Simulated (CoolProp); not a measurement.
A Linde-Hampson liquefier for ethane: isothermal reversible compression at 320 K from 1 atm to 20 MPa, throttling to 1 atm, return gas leaving the recuperator 2 K below the feed. Each further row changes one setting.

Model: reference Helmholtz-energy equation of state, Bücker 2006, in CoolProp.

```
case                        liquid yield per pass  compression work (kJ/kg of gas)
--------------------------  ---------------------  -------------------------------
as stated                                       …                              366
high pressure 40 MPa                            …                              414
warm-end temperature 350 K                      …                              429
warm-end gap 7 K                                …                              366
```

Q: Fill in the missing entries.

A: 
- as stated, liquid yield per pass: 0.462
- high pressure 40 MPa, liquid yield per pass: 0.458
- warm-end temperature 350 K, liquid yield per pass: 0.377
- warm-end gap 7 K, liquid yield per pass: 0.455
